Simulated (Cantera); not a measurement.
Input: 1 mol FeS₂, 3 mol SO₂, 1.1 mol H₂O, equilibrated at 800 °C and 13.3 mbar.

Method: chemical equilibrium by Gibbs-energy minimisation in Cantera with the NASA 1993 tables (ideal gas, pure condensed phases). Candidate condensed phases: Fe, FeO, Fe(OH)₂, Fe(OH)₃, FeS, FeSO₄, FeS₂, Fe₂O₃, Fe₂(SO₄)₃, Fe₃O₄, H₂O, H₂SO₄, S; 22 gas species. FeS: taken at fixed stoichiometry. Gases not in the tables: S₃ to S₇. Equilibrium is a limit: real reactors are often held back by kinetics, nucleation or transport.

Task: What is the equilibrium state?

Result: 
```json
{
 "x(SO₂)": "0.656",
 "x(H₂O)": "0.231",
 "x(S₂)": "0.102",
 "x(H₂S)": "0.00591",
 "x(S₂O)": "0.00280",
 "x(H₂)": "0.00247",
 "x(SO)": "0.000240",
 "x(SH)": "2.39e-5",
 "n(FeS(s))": "1.00 mol",
 "gas_amount": "4.593 mol",
 "log10 activity of S(l) (absent)": "-1.98",
 "log10 activity of Fe(α) (absent)": "-3.10",
 "log10 activity of Fe(OH)₂(s) (absent)": "-7.97"
}
```
